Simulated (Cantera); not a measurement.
SiH4 + NH3 + N2 (silicon nitride deposition)

Charge: 1 mol SiH4, 0.98 mol NH3, 0.65 mol N2, held at 1.33 mbar.

Equilibrium computed with Cantera from the NASA thermochemical tables; the gas is ideal and each condensed phase is pure. Candidate condensed phases: Si, Si3N4; 18 gas species. Mutual solubility and eutectic melting of coexisting phases are not modelled. Equilibrium is a limit: real reactors are often held back by kinetics, nucleation or transport.

| T (K) | x H2 | x N2 | x H | x Si | x SiH | n Si3N4(s) | n Si(s) |
|---|---|---|---|---|---|---|---|
| 875 | 0.880 | 0.120 | 1.29e-9 | <1e-12 | <1e-12 | 0.333 | 0 |
| 975 | 0.880 | 0.120 | 2.94e-8 | <1e-12 | <1e-12 | 0.333 | 0 |
| 1075 | 0.880 | 0.120 | 3.77e-7 | <1e-12 | <1e-12 | 0.333 | 0 |
| 1175 | 0.880 | 0.120 | 3.15e-6 | <1e-12 | <1e-12 | 0.333 | 0 |
| 1275 | 0.880 | 0.120 | 1.89e-5 | 1.97e-10 | 6.43e-11 | 0.333 | 0 |
| 1375 | 0.880 | 0.120 | 8.80e-5 | 2.28e-8 | 4.39e-9 | 0.333 | 0 |
| 1475 | 0.880 | 0.120 | 0.000333 | 1.37e-6 | 1.68e-7 | 0.333 | 0 |
| 1575 | 0.854 | 0.145 | 0.00105 | 4.31e-5 | 3.47e-6 | 0.276 | 0.171 |
| 1675 | 0.750 | 0.247 | 0.00275 | 0.000326 | 1.73e-5 | 0 | 0.998 |
x: gas mole fraction; n: condensed amount in mol.

From 875 K to 1475 K the condensed part is Si3N4(s). At 1575 K the condensed part is Si(s) + Si3N4(s). At 1675 K the condensed part is Si(s).
